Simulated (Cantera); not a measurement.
An isothermal, constant-pressure homogeneous reactor starts with C₂H₆ : N₂ = 1 : 1.5 (molar parts), at 1750 K and 1.30 bar. Integrator tolerance rtol = 1e-08.

Cantera simulation using GRI-Mech 3.0 (53 species, 325 reactions); the numbers are that mechanism's predictions, not measurements. GRI-Mech 3.0 stops at C3 and has no aromatics, soot or wall deposition, so with more carbon than oxygen in the feed, carbon stays in small species such as C2H2 where larger ones or solid carbon would form.

**Question.** What does this change do: pressure from 1.30 bar to 0.975 Torr?

**Answer.** 
```csv
quantity,before,after
x(C₂H₆) at 20.0 s,3.73e-6 (gas-phase equilibrium 2.72e-6),1.12e-9 (gas-phase equilibrium 2.95e-12)
x(CH₂) at 20.0 s,3.07e-8 (gas-phase equilibrium 2.61e-8),4.97e-7 (gas-phase equilibrium 2.69e-8)
x(C₂H) at 20.0 s,4.76e-7 (gas-phase equilibrium 3.41e-7),1.37e-5 (gas-phase equilibrium 1.10e-5)
x(H) at 20.0 s,0.000134 (gas-phase equilibrium 0.000135),0.00387 (gas-phase equilibrium 0.00432)
x(C₂H₄) at 20.0 s,0.00396 (gas-phase equilibrium 0.00287),4.56e-6 (gas-phase equilibrium 3.04e-6)
```
Radical loss at walls, strong at low pressure, is not modelled.

**Question.** What does this change do: temperature 1750 to 1723 K?

**Answer.** 
```tsv
quantity	before	after
x(C₂H₆) at 20.0 s	3.73e-6 (gas-phase equilibrium 2.72e-6)	5.18e-6 (gas-phase equilibrium 3.80e-6)
x(CH₂) at 20.0 s	3.07e-8 (gas-phase equilibrium 2.61e-8)	2.27e-8 (gas-phase equilibrium 1.94e-8)
x(C₂H) at 20.0 s	4.76e-7 (gas-phase equilibrium 3.41e-7)	3.29e-7 (gas-phase equilibrium 2.37e-7)
x(H) at 20.0 s	0.000134 (gas-phase equilibrium 0.000135)	0.000105 (gas-phase equilibrium 0.000105)
x(C₂H₄) at 20.0 s	0.00396 (gas-phase equilibrium 0.00287)	0.00476 (gas-phase equilibrium 0.00347)
```
